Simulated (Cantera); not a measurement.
Charge: 1 mol MgO, 0.42 mol CH₄, 0.2 mol H₂, equilibrated at 2575 K and 0.00133 bar.

Equilibrium computed with Cantera from the NASA thermochemical tables; the gas is ideal and each condensed phase is pure. Candidate condensed phases: C, C₆H₆, C₇H₈, C₈H₁₈, H₂O, Mg, MgCO₃, MgO, Mg(OH)₂; 116 gas species. The tables' values for MgH are old estimates; treat these amounts as uncertain. Kinetics and transport are ignored.

Task: What is the equilibrium state?

Result: 
```
Quantity                                    Value
--------------------------------------  ---------
x(Mg)                                       0.305
x(H)                                        0.304
x(CO)                                       0.120
x(H₂)                                       0.103
x(O)                                       0.0622
x(H₂O)                                     0.0486
x(OH)                                      0.0324
x(O₂)                                      0.0120
x(CO₂)                                    0.00888
gas amount                              3.247 mol
log10 activity of Mg(l) (absent)            -5.58
log10 activity of C(graphite) (absent)      -8.16
```
